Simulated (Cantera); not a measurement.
A freely propagating, adiabatic, planar premixed flame of CH4 : C2H6 : O2 : N2 = 1 : 0.097 : 3.16 : 11.9 (molar parts), equivalence ratio 0.74, unburnt at 525 K and 0.230 bar; mixture-averaged transport, grid criteria slope 0.08 and curve 0.16, no radiation.

Cantera simulation using GRI-Mech 3.0 (53 species, 325 reactions); the numbers are that mechanism's predictions, not measurements. Burning velocities carry a grid error of a few per cent, more on coarse grids.

Q: How do the results move with these cheaper or finer settings: unity-Lewis-number transport; multicomponent transport; multicomponent+Soret transport; grid criteria slope 0.5, curve 1; grid criteria slope 0.25, curve 0.5; grid criteria slope 0.03, curve 0.06?

A: 
```
setting                               laminar burning velocity  thermal thickness  peak x(HO2)  peak x(CH3)  grid points
------------------------------------  ------------------------  -----------------  -----------  -----------  -----------
as above                                              107 cm/s            1.41 mm     0.000167      0.00174          135
unity-Lewis-number transport                         79.4 cm/s            1.56 mm     0.000141      0.00133          127
multicomponent transport                              107 cm/s            1.42 mm     0.000167      0.00176          135
multicomponent+Soret transport                        105 cm/s            1.42 mm     0.000167      0.00171          135
grid criteria slope 0.5, curve 1                      115 cm/s            1.56 mm     0.000163      0.00166           43
grid criteria slope 0.25, curve 0.5                   110 cm/s            1.46 mm     0.000166      0.00173           64
grid criteria slope 0.03, curve 0.06                  105 cm/s            1.39 mm     0.000167      0.00174          353
```
The base run took very roughly 18 core-seconds.
Unity Lewis numbers drop preferential diffusion, which matters most where H2 and H carry the flame; Soret adds thermal diffusion.
